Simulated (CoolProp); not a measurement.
CHF3 (R23) along the isotherm -33.95 °C: density (kg/m³) from the reference equation and from simpler models built on Tc = 26.1 °C, pc = 48.32 bar, ω = 0.263; each cubic takes its own stable root.

Computed with CoolProp (reference Helmholtz-energy equation of state, Penoncello 2003).

| p (bar) | phase | reference | van der Waals | Peng-Robinson |
|---|---|---|---|---|
| 7.25 | gas | 29.54 | 27.79 | 29.05 |
| 14.5 | liquid | 1244 | 62.35 | 1187 |
| 21.7 | liquid | 1248 | 705.8 | 1193 |
| 29 | liquid | 1252 | 715.0 | 1198 |
| 36.2 | liquid | 1256 | 723.1 | 1204 |
| 43.5 | liquid | 1260 | 730.5 | 1209 |
| 50.7 | liquid | 1264 | 737.3 | 1214 |
| 58 | liquid | 1268 | 743.6 | 1219 |
| 65.2 | liquid | 1271 | 749.4 | 1224 |
| 72.5 | liquid | 1275 | 754.9 | 1228 |

At some of these states van der Waals gives the other phase, because its saturation line lies elsewhere.
